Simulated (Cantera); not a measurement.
A closed system holds: 1 mol Si, 7.7 mol Cl2, 56 mol N2, at 1698.15 K and 1.50 Torr.

Equilibrium computed with Cantera from the NASA thermochemical tables; the gas is ideal and each condensed phase is pure. Candidate condensed phases: Si, Si3N4; 13 gas species. The tables' values for SiCl3 are old estimates; treat these amounts as uncertain. Kinetics and transport are ignored.

What is the equilibrium state?


```
Property                             Result
--------------------------------  ---------
x(N2)                                 0.816
x(Cl)                                 0.167
x(SiCl4)                             0.0112
x(SiCl3)                            0.00236
x(Cl2)                              0.00155
x(SiCl2)                           0.000975
gas amount                        68.59 mol
log10 activity of Si(l) (absent)      -7.21
```
